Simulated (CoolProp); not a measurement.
Vapour-liquid equilibrium of CH2F2 (R32) (1) + R143a (2) at -36.85 °C; x and y are mole fractions of (1).

Values from CoolProp's multi-fluid Helmholtz-energy mixture model, Tillner-Roth 1997 and Lemmon and Jacobsen 2000; pair parameters Bell 2016.

| x | bubble pressure (MPa) | y at the bubble point | dew pressure at overall composition x (MPa) | liquid density (mol/L) |
|---|---|---|---|---|
| 0.05 | 0.1679 | 0.082 | 0.1655 | 13.82 |
| 0.15 | 0.1787 | 0.220 | 0.1732 | 14.42 |
| 0.25 | 0.1875 | 0.334 | 0.1810 | 15.07 |
| 0.35 | 0.1947 | 0.431 | 0.1888 | 15.78 |
| 0.45 | 0.2003 | 0.518 | 0.1960 | 16.55 |
| 0.55 | 0.2045 | 0.598 | 0.2022 | 17.41 |
| 0.65 | 0.2074 | 0.677 | 0.2066 | 18.34 |
| 0.75 | 0.2088 | 0.756 | 0.2087 | 19.38 |
| 0.85 | 0.2085 | 0.843 | 0.2084 | 20.53 |
| 0.95 | 0.2063 | 0.942 | 0.2061 | 21.81 |

y crosses x between x = 0.75 and 0.85: the model has an azeotrope there.

Pair parameters are fitted to limited data, so mixtures are less certain than the pure fluids.
